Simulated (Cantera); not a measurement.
Cantera run:

```python
import numpy as np
import cantera as ct

gas_names = """
    H HNO HNO2 HNO3 HO2 H2 H2O H2O2 N NH NH2 NH3 NH2OH NO NO2 NO3 N2 N2H2 N2H4 N2O O OH O2 O3 Pb PbO Pb2
""".split()
cond_names = """
    H2O(s) H2O(L) Pb(cr) Pb(L) PbO(rd) PbO(yw) PbO(L) PbO2(s) Pb3O4(s)
""".split()


def load(file, names, dense=False):
    # The tables refer to 1 bar. Condensed volumes are neglected.
    table = {s.name: s for s in ct.Species.list_from_file(file)}
    out = []
    for n in names:
        d = dict(table[n].input_data)
        d["thermo"] = dict(d["thermo"], **{"reference-pressure": 1e5})
        if dense:
            d["equation-of-state"] = {"model": "constant-volume", "density": "1e6 g/cm^3"}
        out.append(ct.Species.from_dict(d))
    return out


gas = ct.Solution(thermo="ideal-gas", species=load("nasa_gas.yaml", gas_names))
cond = {s.name: ct.Solution(thermo="fixed-stoichiometry", species=[s], name=s.name)
        for s in load("nasa_condensed.yaml", cond_names, dense=True)}
atoms = {
    'PbO': {'Pb': 1, 'O': 1},
    'H2': {'H': 2},
    'N2': {'N': 2},
}
top_T = {'Pb3O4(s)': 820}  # K; cautious upper limits of use, not melting points


def equilibrate(T, P, feed):
    n = {}
    for name, mol in feed.items():
        for a, k in atoms[name].items():
            n[a] = n.get(a, 0.0) + k * mol
    gas.TPX = T, P, n
    mass = sum(n.values()) * gas.mean_molecular_weight
    gas.equilibrate("TP")
    valid = [c for c in cond.values() if c.min_temp <= T <= top_T.get(c.name, c.max_temp)]
    mix = ct.Mixture([(gas, mass / gas.mean_molecular_weight)] + [(c, 0.0) for c in valid])
    mix.T, mix.P = T, P
    mix.equilibrate("TP", solver="vcs", rtol=1e-11, max_steps=5000)
    return mix


results = []
feed = {'PbO': 1, 'H2': 4.3, 'N2': 13}  # mol
T = 998.15  # K
for P in [10, 36, 130, 460, 1700, 6000, 22000, 77000, 280000, 1000000]:
    mix = equilibrate(T, P, feed)
    results.append((T, P, feed, dict(zip(mix.species_names, mix.species_moles))))
    x = sorted(zip(gas.X, gas.species_names), reverse=True)
    print(f"T = {T:g} K  P = {P:g} Pa  gas = {mix.phase_moles(0):.4g} mol")
    print("   x: " + "  ".join(f"{s} {v:.3e}" for v, s in x if v > 1e-05))
    print("   condensed (mol): " + ("  ".join(f"{mix.phase(i).name} {mix.phase_moles(i):.4g}"
          for i in range(1, mix.n_phases) if mix.phase_moles(i) > 1e-12) or "none"))
```

It prints:

```
T = 998.15 K  P = 10 Pa  gas = 18.3 mol
   x: N2 7.104e-01  H2 1.803e-01  H2O 5.464e-02  Pb 5.464e-02
   condensed (mol): none
T = 998.15 K  P = 36 Pa  gas = 18.08 mol
   x: N2 7.190e-01  H2 1.825e-01  H2O 5.531e-02  Pb 4.318e-02
   condensed (mol): Pb(L) 0.2193
T = 998.15 K  P = 130 Pa  gas = 17.51 mol
   x: N2 7.425e-01  H2 1.885e-01  H2O 5.711e-02  Pb 1.196e-02
   condensed (mol): Pb(L) 0.7906
T = 998.15 K  P = 460 Pa  gas = 17.36 mol
   x: N2 7.489e-01  H2 1.901e-01  H2O 5.761e-02  Pb 3.379e-03
   condensed (mol): Pb(L) 0.9413
T = 998.15 K  P = 1700 Pa  gas = 17.32 mol
   x: N2 7.508e-01  H2 1.906e-01  H2O 5.775e-02  Pb 9.143e-04
   condensed (mol): Pb(L) 0.9842
T = 998.15 K  P = 6000 Pa  gas = 17.3 mol
   x: N2 7.513e-01  H2 1.907e-01  H2O 5.779e-02  Pb 2.591e-04
   condensed (mol): Pb(L) 0.9955
T = 998.15 K  P = 22000 Pa  gas = 17.3 mol
   x: N2 7.514e-01  H2 1.907e-01  H2O 5.780e-02  Pb 7.065e-05
   condensed (mol): Pb(L) 0.9988
T = 998.15 K  P = 77000 Pa  gas = 17.3 mol
   x: N2 7.514e-01  H2 1.907e-01  H2O 5.780e-02  NH3 3.276e-05  Pb 2.019e-05
   condensed (mol): Pb(L) 0.9997
T = 998.15 K  P = 280000 Pa  gas = 17.3 mol
   x: N2 7.515e-01  H2 1.906e-01  H2O 5.781e-02  NH3 1.190e-04
   condensed (mol): Pb(L) 0.9999
T = 998.15 K  P = 1e+06 Pa  gas = 17.29 mol
   x: N2 7.516e-01  H2 1.902e-01  H2O 5.783e-02  NH3 4.238e-04
   condensed (mol): Pb(L) 1
```

Equilibrium computed with Cantera from the NASA thermochemical tables; the gas is ideal and each condensed phase is pure.
